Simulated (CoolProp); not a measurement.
Saturation properties of methanol (Tc = 240.2 °C, pc = 8216 kPa, ω = 0.565).

Model: reference Helmholtz-energy equation of state, de Reuck 1993, in CoolProp.

| T (°C) | p (kPa) | liquid density (kg/m³) | surface tension (mN/m) | liquid viscosity (µPa s) | vapour viscosity (µPa s) |
|---|---|---|---|---|---|
| -2.35 | 3.492 | 811.9 | 24.5 | 839 | 8.77 |
| 15.05 | 9.927 | 795.6 | 23.0 | 631 | 9.31 |
| 32.45 | 24.75 | 779.2 | 21.5 | 489 | 9.85 |
| 49.95 | 55.56 | 762.6 | 20.1 | 388 | 10.4 |
| 67.35 | 113.3 | 745.5 | 18.6 | 316 | 10.9 |
| 84.75 | 213.9 | 727.6 | 17.0 | 261 | 11.4 |
| 102.15 | 378.3 | 708.5 | 15.4 | 218 | 11.9 |
| 119.65 | 634.5 | 687.7 | 13.7 | 184 | 12.3 |
| 137.05 | 1012 | 664.9 | 11.9 | 156 | 12.8 |

It boils at 64.5 °C under 1 atm.

Viscosity comes from a separate model (Xiang 2006). Surface tension comes from a separate correlation (Mulero 2012).
